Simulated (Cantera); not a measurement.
Feed: 1 mol V₂O₃, 0.74 mol H₂, 9.8 mol H₂O, equilibrated at 2.40 mbar.

These are equilibrium values from Cantera (NASA tables, ideal gas, pure condensed phases), not measurements of a reactor. Candidate condensed phases: H₂O, V, VO, V₂O₃, V₂O₄, V₂O₅; 12 gas species. Kinetics and transport are ignored. All values below are at 1802 °C.

Base state: H₂O 0.671, VO₂ 0.156, H₂ 0.138, H 0.0202, OH 0.0112, O₂ 0.00246, O 0.00118, VO 0.000174 (mole fractions); condensed: gas only.

Problem. What changes in the equilibrium state with this change: H₂ from 0.74 to 1.8 mol?

Solution. 
| species | before | after |
|---|---|---|
| H₂O | 0.671 | 0.624 |
| H₂ | 0.138 | 0.197 |
| VO₂ | 0.156 | 0.144 |
| OH | 0.0112 | 0.00872 |
| H | 0.0202 | 0.0241 |
| O₂ | 0.00246 | 0.00104 |
| O | 0.00118 | 0.000766 |
| VO | 0.000174 | 0.000247 |
